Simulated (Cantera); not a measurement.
A perfectly stirred reactor is fed with C₂H₄ : H₂ = 1 : 31 (molar parts), at 0.000257 atm; it is held at 1600 K, and followed from long to short residence time.

Detailed kinetics in Cantera: GRI-Mech 3.0 (53 species, 325 reactions). GRI-Mech 3.0 was tuned for natural gas; its chemistry of ethylene as a main component is partial and can be far from experiment. GRI-Mech 3.0 stops at C3 and has no aromatics, soot or wall deposition, so with more carbon than oxygen in the feed, carbon stays in small species such as C2H2 where larger ones or solid carbon would form. Radical loss at walls, strong at low pressure, is not modelled.

```
quantity                  before     after
----------------------  --------  --------
x(C₂H₄) at τ = 0.720 s    0.0264     0.123
x(H₂) at τ = 0.720 s       0.969     0.855
x(C₂H₂) at τ = 0.720 s   0.00466    0.0222
x(CH₂) at τ = 0.720 s   4.39e-11  5.96e-10
x(C₂H) at τ = 0.720 s   6.56e-11  9.14e-10
x(C₂H₄) at τ = 29.0 ms    0.0310     0.147
x(H₂) at τ = 29.0 ms       0.969     0.852
x(C₂H₂) at τ = 29.0 ms  0.000211  0.000952
x(CH₂) at τ = 29.0 ms   1.83e-12  3.03e-11
x(C₂H) at τ = 29.0 ms     <1e-12  1.91e-12
```

**Question.** Name the change that produced these shifts.
(A) temperature 1600 to 1300 K
(B) C2H4 1 to 0.17 parts
(C) H2 31 to 120 parts
(D) C2H4 1 to 5.4 parts

**Answer.** D, C2H4 1 to 5.4 parts
